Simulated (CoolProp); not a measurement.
trans-2-butene at 330.53 K and 13.1 MPa is throttled through a valve to 8.77 MPa with no heat exchange. Each further row changes one setting.

Values from CoolProp's reference Helmholtz-energy equation of state, Lemmon 2005. It is a short technical equation, of lower accuracy than the large ones.

```csv
case,temperature change (K),final density (kg/m³)
as stated,___,___
outlet pressure 2.63 MPa,+2.3,___
outlet pressure 11.4 MPa,___,580
```

Question: Some entries are withheld; supply them.

Answer: 
- as stated, temperature change (K): +1.1
- as stated, final density (kg/m³): 574
- outlet pressure 2.63 MPa, final density (kg/m³): 559
- outlet pressure 11.4 MPa, temperature change (K): +0.5
